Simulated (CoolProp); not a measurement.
Saturation properties of sulfur dioxide (Tc = 430.6 K, pc = 78.87 bar, ω = 0.256).

Model: reference Helmholtz-energy equation of state, Gao 2016, in CoolProp.

| T (K) | p (bar) | liquid density (kg/m³) | liquid cp (kJ/(kg K)) | surface tension (mN/m) |
|---|---|---|---|---|
| 330.7 | 10.33 | 1269 | 1.464 | 15.4 |
| 339.2 | 12.87 | 1241 | 1.493 | 13.8 |
| 347.6 | 15.80 | 1213 | 1.528 | 12.2 |
| 356 | 19.20 | 1182 | 1.571 | 10.7 |
| 364.5 | 23.17 | 1149 | 1.627 | 9.08 |
| 372.9 | ___ | 1114 | 1.698 | 7.55 |
| 381.4 | 32.83 | 1076 | 1.795 | ___ |
| 389.8 | 38.61 | 1034 | 1.929 | 4.53 |
| 398.2 | 45.13 | 987.2 | 2.132 | 3.08 |
| 406.7 | 52.54 | 931.8 | 2.481 | 1.66 |
| 415.1 | 60.76 | ___ | 3.208 | 0.354 |
| 423.5 | 70.01 | 769.3 | 5.800 | -0.753 |

### Question
Fill in the missing entries.

### Answer

- 372.9, p (bar): 27.66
- 381.4, surface tension (mN/m): 6.02
- 415.1, liquid density (kg/m³): 864.2

It boils at 263.1 K under 1 atm.

Surface tension comes from a separate correlation (Mulero 2012).
